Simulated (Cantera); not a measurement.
Input: 1 mol BCl3, 8.5 mol H2, 14 mol N2, 5.9 mol O2, at 750 Torr.

These are equilibrium values from Cantera (NASA tables, ideal gas, pure condensed phases), not measurements of a reactor. Candidate condensed phases: B, BN, B2O3, B3O3H3, H2O, NH4Cl; 49 gas species. Gases not in the tables: H3BO3. The numbers say what is thermodynamically allowed, not how fast it happens.

### Question
Which condensed phases are stable at each of these points (T (K)): 848, 1048, 1248, 1448, 1648, 1848, 2048, 2248?

### Answer
```json
[
 {"T (K)": "848", "condensed phases": "B2O3(l)", "B condensed (%)": "27.8"},
 {"T (K)": "1048", "condensed phases": "B2O3(l)", "B condensed (%)": "75.9"},
 {"T (K)": "1248", "condensed phases": "B2O3(l)", "B condensed (%)": "87.2"},
 {"T (K)": "1448", "condensed phases": "B2O3(l)", "B condensed (%)": "74.2"},
 {"T (K)": "1648", "condensed phases": "gas only", "B condensed (%)": "0.0"},
 {"T (K)": "1848", "condensed phases": "gas only", "B condensed (%)": "0.0"},
 {"T (K)": "2048", "condensed phases": "gas only", "B condensed (%)": "0.0"},
 {"T (K)": "2248", "condensed phases": "gas only", "B condensed (%)": "0.0"}
]
```

From 848 K to 1448 K the condensed part is B2O3(l). From 1648 K to 2248 K nothing is condensed.
